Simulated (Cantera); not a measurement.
## N2O furnace oxynitridation

An isothermal, constant-pressure homogeneous reactor starts with N2O : H2O = 1 : 0.038 (molar parts), at 1300 K and 2670 Pa.

Model: GRI-Mech 3.0 (53 species, 325 reactions), integrated in Cantera. GRI-Mech 3.0 was tuned for natural gas; its chemistry of N2O as a main component is partial and can be far from experiment. Radical loss at walls, strong at low pressure, is not modelled. The mechanism lacks the step 2 NO + O2 → 2 NO2, which can matter for NO2 below about 1400 K. The temperature is held fixed by assumption; the heat of reaction is taken as removed at once.

| t (s) | x N2O | x H2O | x N2 | x OH | x H |
|---|---|---|---|---|---|
| 0.000200 | 0.963 | 0.0366 | 1.45e-5 | 4.31e-7 | 9.62e-11 |
| 0.000522 | 0.963 | 0.0366 | 4.42e-5 | 1.81e-6 | 6.24e-10 |
| 0.00136 | 0.963 | 0.0366 | 0.000126 | 5.60e-6 | 2.14e-9 |
| 0.00356 | 0.963 | 0.0366 | 0.000343 | 1.35e-5 | 5.63e-9 |
| 0.00928 | 0.962 | 0.0366 | 0.000916 | 2.43e-5 | 1.11e-8 |
| 0.0242 | 0.960 | 0.0365 | 0.00243 | 3.19e-5 | 1.40e-8 |
| 0.0632 | 0.953 | 0.0365 | 0.00638 | 3.76e-5 | 1.51e-8 |
| 0.165 | 0.937 | 0.0363 | 0.0165 | 4.30e-5 | 1.50e-8 |
| 0.431 | 0.897 | 0.0358 | 0.0418 | 4.83e-5 | 1.47e-8 |
| 1.12 | 0.804 | 0.0346 | 0.101 | 5.28e-5 | 1.53e-8 |
| 2.94 | 0.614 | 0.0323 | 0.221 | 5.42e-5 | 1.78e-8 |
| 7.66 | 0.328 | 0.0287 | 0.402 | 5.21e-5 | 2.38e-8 |
| 20.0 | 0.0800 | 0.0257 | 0.559 | 4.78e-5 | 3.25e-8 |
x: mole fraction; the columns are a selection and need not sum to one.

Equilibrium at this temperature and pressure: N2O 4.42e-9, H2O 0.0247, N2 0.650, OH 1.44e-5, H 1.04e-9 (gas phase only).
